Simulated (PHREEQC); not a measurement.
0.67 g of hydrous ferric oxide (600 m²/g; 0.2 weak and 0.005 strong sites per Fe, Dzombak-Morel constants, diffuse double layer) in 1 kg of water with 0.1 mol/kgw of an inert sodium salt, at 25 °C; the pH is set by adding NaOH or the inert anion's acid. Oxygen alone is held at its pressure in air (log pO2 = -0.68). No CO2 enters from the air. Precipitation was switched off in this run.

Base run: PHREEQC, ion-association model, wateq4f.dat. Each further column changes one thing. The table gives surface charge σ (C/m²).

```csv
pH,base,background salt from 0.1 to 0.01 mol/kgw,oxide from 0.67 to 3.4 g/kgw,0.0041 mol/kgw Na2SO4 added
4,0.321,0.218,0.322,?
5.33,0.177,0.088,0.178,?
6,0.111,?,0.112,0.051
7.33,0.029,0.011,0.029,?
8.67,-0.020,-0.007,-0.020,-0.021
10,-0.094,-0.040,-0.094,-0.097
10.67,-0.154,-0.075,-0.155,?
12,-0.307,-0.230,-0.308,-0.310
```

Q: What belongs in the gaps?

A: 
- 4, 0.0041 mol/kgw Na2SO4 added: 0.070
- 5.33, 0.0041 mol/kgw Na2SO4 added: 0.062
- 6, background salt from 0.1 to 0.01 mol/kgw: 0.050
- 7.33, 0.0041 mol/kgw Na2SO4 added: 0.023
- 10.67, 0.0041 mol/kgw Na2SO4 added: -0.158
